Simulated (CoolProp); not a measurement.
Model: reference Helmholtz-energy equation of state, Platzer 1990, in CoolProp. This equation is an older, rougher fit; its heat capacities, sound speeds and derivatives of the liquid may be far off and weren't checked against measurements.

Question: Give the vapour pressure (MPa), liquid density (kg/m³), enthalpy of vaporisation (kJ/kg), vapour Z of saturated R13 at -24.65 °C.

Answer: 
```
T (°C)  p (MPa)  liquid density (kg/m³)  enthalpy of vaporisation (kJ/kg)  vapour Z
------  -------  ----------------------  --------------------------------  --------
-24.65    0.994                    1270                               114     0.802
```
